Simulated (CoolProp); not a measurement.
Vapour pressure (MPa) of methane: the reference equation beside estimates from Tc = 190.6 K, pc = 4.599 MPa, ω = 0.011.

Model: reference Helmholtz-energy equation of state, Setzmann 1991, in CoolProp.

| T (K) | reference | Lee-Kesler | Redlich-Kwong | Soave-Redlich-Kwong | Peng-Robinson |
|---|---|---|---|---|---|
| 128.5 | 0.3353 | 0.3346 | ? | 0.3337 | 0.3373 |
| 132.5 | 0.4256 | 0.4254 | 0.3799 | 0.4251 | ? |
| 136.6 | 0.5354 | 0.5359 | 0.4898 | ? | 0.5386 |
| 140.7 | 0.6647 | 0.6659 | 0.6209 | 0.6683 | 0.6687 |
| 144.7 | 0.8114 | 0.8130 | 0.7710 | 0.8178 | 0.8165 |
| 148.8 | 0.9846 | 0.9866 | 0.9495 | 0.9946 | ? |
| 152.9 | 1.183 | 1.185 | 1.155 | 1.197 | 1.191 |
| 157 | 1.409 | 1.410 | 1.389 | 1.427 | 1.419 |
| 161 | ? | 1.658 | 1.647 | 1.680 | 1.670 |
| 165.1 | 1.942 | 1.943 | 1.943 | 1.971 | 1.958 |
| 169.2 | 2.262 | 2.262 | 2.273 | ? | 2.281 |
| 173.2 | 2.609 | 2.608 | 2.629 | 2.645 | 2.630 |
| 177.3 | 3.003 | 3.002 | 3.030 | 3.041 | 3.026 |
| 181.4 | 3.439 | 3.439 | 3.470 | 3.476 | 3.463 |

Some entries are withheld; supply them.


- 128.5, Redlich-Kwong: 0.2910
- 132.5, Peng-Robinson: 0.4280
- 136.6, Soave-Redlich-Kwong: 0.5367
- 148.8, Peng-Robinson: 0.9912
- 161, reference: 1.657
- 169.2, Soave-Redlich-Kwong: 2.295

Absolute difference from the reference over all 14 rows, mean and median: Lee-Kesler 0.1 and 0.1 %, Redlich-Kwong 3.9 and 1.9 %, Soave-Redlich-Kwong 1.0 and 1.1 %, Peng-Robinson 0.7 and 0.7 %.
